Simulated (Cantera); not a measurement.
Feed: 1 mol BN, 28 mol HCl, 4.4 mol N₂, 19 mol F₂, at 10000 Pa.

Equilibrium computed with Cantera from the NASA thermochemical tables; the gas is ideal and each condensed phase is pure. Candidate condensed phases: B, BN, NH₄Cl; 40 gas species. Equilibrium is a limit: real reactors are often held back by kinetics, nucleation or transport. All values below are at 1000 °C.

Base state: HF 0.540, Cl₂ 0.198, ClF 0.131, N₂ 0.0945, BF₃ 0.0193, Cl 0.0136, F 0.00376 (mole fractions); condensed: gas only.

Q: What changes in the equilibrium state with this change: pressure from 10000 Pa to 4.80 Pa?

A: 
| species | before | after |
|---|---|---|
| HF | 0.540 | 0.439 |
| Cl | 0.0136 | 0.310 |
| F | 0.00376 | 0.0794 |
| Cl₂ | 0.198 | 0.0491 |
| ClF | 0.131 | 0.0303 |
| BF₃ | 0.0193 | 0.0157 |
| N₂ | 0.0945 | 0.0768 |
